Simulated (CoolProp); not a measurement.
The fluid at 298.15 K and 0.0425 MPa is compressed adiabatically to 0.252 MPa with isentropic efficiency 0.9. The same conditions are run with several fluids, on thermodynamics alone (safety and materials aside).

Computed with CoolProp (reference Helmholtz-energy equation of state of each fluid (R1336mzz(E): Akasaka 2023; C2F6 (R116): Lemmon 2006; sulfur hexafluoride: Guder 2009; vinyl chloride: Thol 2022)).

```tsv
fluid	work (kJ/kg)	final temperature (K)	final density (kg/m³)
R1336mzz(E)	30.5	[?]	15.7
C2F6 (R116)	[?]	346.0	[?]
sulfur hexafluoride	35.8	[?]	12.8
vinyl chloride	[?]	[?]	[?]
```

Some entries are withheld; supply them.


- R1336mzz(E), final temperature (K): 338.3
- C2F6 (R116), work (kJ/kg): 37.7
- C2F6 (R116), final density (kg/m³): 12.3
- sulfur hexafluoride, final temperature (K): 350.3
- vinyl chloride, work (kJ/kg): 88.6
- vinyl chloride, final temperature (K): 394.0
- vinyl chloride, final density (kg/m³): 4.90
